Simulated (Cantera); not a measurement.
# Adiabatic ignition

An adiabatic, constant-pressure homogeneous reactor starts with CO : H2 : CH4 : O2 : N2 = 1 : 0.037 : 0.21 : 0.408 : 1.53 (molar parts), equivalence ratio 2.3, at 1425 K and 1.00 atm.

Detailed kinetics in Cantera: GRI-Mech 3.0 (53 species, 325 reactions).

```
t (s)     T (K)   x CO    x H2   x CH4       x O    x NO2     x C2H      x NO
--------  -----  -----  ------  ------  --------  -------  --------  --------
9.00e-6    1425  0.314  0.0116  0.0659   3.66e-8   <1e-12    <1e-12    <1e-12
2.32e-5    1425  0.314  0.0116  0.0659   4.61e-8   <1e-12    <1e-12    <1e-12
5.96e-5    1425  0.314  0.0116  0.0659   7.75e-8   <1e-12    <1e-12    <1e-12
0.000153   1425  0.314  0.0116  0.0659   2.35e-7   <1e-12    <1e-12    <1e-12
0.000394   1428  0.314  0.0116  0.0652   9.70e-7   <1e-12    <1e-12    <1e-12
0.00101    1461  0.313  0.0129  0.0597   2.93e-6   <1e-12  9.26e-12  1.48e-11
0.00261    2622  0.285  0.0439  <1e-12  0.000659  1.33e-8    <1e-12  0.000347
0.00671    2626  0.285  0.0441  <1e-12  0.000571  3.00e-8    <1e-12  0.000794
0.0173     2624  0.285  0.0441  <1e-12  0.000564  3.87e-8    <1e-12   0.00103
0.0444     2624  0.285  0.0442  <1e-12  0.000563  3.91e-8    <1e-12   0.00104
0.114      2624  0.285  0.0442  <1e-12  0.000563  3.91e-8    <1e-12   0.00104
0.294      2624  0.285  0.0442  <1e-12  0.000563  3.91e-8    <1e-12   0.00104
0.756      2624  0.285  0.0442  <1e-12  0.000563  3.91e-8    <1e-12   0.00104
1.94       2624  0.285  0.0442  <1e-12  0.000563  3.91e-8    <1e-12   0.00104
5.00       2624  0.285  0.0442  <1e-12  0.000563  3.91e-8    <1e-12   0.00104
```
x: mole fraction; the columns are a selection and need not sum to one.

```json
{
 "time_of_steepest_temperature_rise": "1.41 ms",
 "temperature at 5.00 s": "2624 K",
 "equilibrium_temperature": "2624 K",
 "x(CO) at 5.00 s": "0.285 (gas-phase equilibrium 0.285)",
 "x(H2) at 5.00 s": "0.0442 (gas-phase equilibrium 0.0442)",
 "x(CH4) at 5.00 s": "<1e-12 (gas-phase equilibrium <1e-12)"
}
```
